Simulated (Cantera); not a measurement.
Mixture: 4.79 % C₃H₈, 20.0 % O₂, 75.2 % N₂, equivalence ratio 1.2, at 7500 Torr, adiabatic and at constant pressure. Ignition delay is the time to a rise of 400 K.

Detailed kinetics in Cantera: GRI-Mech 3.0 (53 species, 325 reactions). GRI-Mech 3.0 was tuned for natural gas; its chemistry of propane as a main component is partial and can be far from experiment.

Problem. Predict: delay at 1150 K; delay at 1225 K; delay at 1300 K; delay at 1375 K; delay at 1450 K; delay at 1525 K; apparent activation energy between 1375 and 1525 K.

Solution. 
| Item | Value |
|---|---|
| delay at 1150 K | 4.32 ms |
| delay at 1225 K | 1.10 ms |
| delay at 1300 K | 0.306 ms |
| delay at 1375 K | 97.1 µs |
| delay at 1450 K | 36.1 µs |
| delay at 1525 K | 15.7 µs |
| apparent activation energy between 1375 and 1525 K | 210 kJ/mol |
